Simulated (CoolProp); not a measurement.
Values from CoolProp's reference Helmholtz-energy equation of state, Wu 2011.

Problem. For dimethyl ether, give the phase and the isothermal compressibility (1/MPa), fugacity coefficient at 458.6 K and 2330 kPa.

Solution. 
- 458.6 K and 2330 kPa: gas; isothermal compressibility 0.481, fugacity coefficient 0.902
